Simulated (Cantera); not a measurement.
## CH3SiCl3 + H2 (silicon carbide growth)

Input: 1 mol CH3SiCl3, a varied amount of H2, held at 1500 K and 1.33 mbar.

Equilibrium computed with Cantera from the NASA thermochemical tables; the gas is ideal and each condensed phase is pure. Candidate condensed phases: C, C6H6, C7H8, C8H18, Si, SiC; 109 gas species. The feed counts by its element totals alone. The tables' values for SiCl3 are old estimates; treat these amounts as uncertain. Rates play no part.

From 12 mol H2 to 79 mol H2 the condensed part is C(graphite) + SiC(s). From 110 mol H2 to 370 mol H2 the condensed part is SiC(s). The main Si-bearing gas is SiCl2 throughout.

```tsv
n(H2) (mol)	x H2	x HCl	x SiCl2	x H	n C(graphite)	n SiC(s)
12	0.801	0.198	0.00114	0.000431	0.0172	0.983
17	0.850	0.149	0.000608	0.000445	0.0120	0.988
23	0.885	0.115	0.000347	0.000453	0.00866	0.991
31	0.912	0.0878	0.000198	0.000460	0.00614	0.993
43	0.934	0.0650	0.000106	0.000466	0.00399	0.995
58	0.950	0.0490	5.92e-5	0.000470	0.00240	0.996
79	0.963	0.0365	3.24e-5	0.000473	0.000986	0.997
110	0.973	0.0265	1.81e-5	0.000476	0	0.998
150	0.980	0.0196	1.22e-5	0.000477	0	0.998
200	0.985	0.0148	8.48e-6	0.000478	0	0.998
270	0.989	0.0110	5.79e-6	0.000479	0	0.998
370	0.991	0.00803	3.87e-6	0.000480	0	0.998
```
x: gas mole fraction; n: condensed amount in mol.
